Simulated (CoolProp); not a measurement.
Saturation properties of ethylbenzene (Tc = 617.1 K, pc = 3622 kPa, ω = 0.304).

Values from CoolProp's reference Helmholtz-energy equation of state, Zhou 2012.

```
T (K)  p (kPa)  liquid cp (kJ/(kg K))  surface tension (mN/m)
-----  -------  ---------------------  ----------------------
361.7    23.03                  1.964                    21.7
371.4    32.32                  2.000                    20.7
381.1    44.42                  2.035                    19.8
390.7    59.75                  2.071                    18.8
400.4    79.25                  2.108                    17.8
410      103.2                  2.144                    16.8
419.7    132.8                  2.181                    15.9
429.4    168.7                  2.218                    14.9
439      211.2                  2.256                    14.0
448.7    262.1                  2.294                    13.1
458.3    321.2                  2.333                    12.2
468      390.7                  2.373                    11.3
477.7    471.0                  2.413                    10.4
```

It boils at 409.3 K under 1 atm.

Surface tension comes from a separate correlation (Mulero 2014).
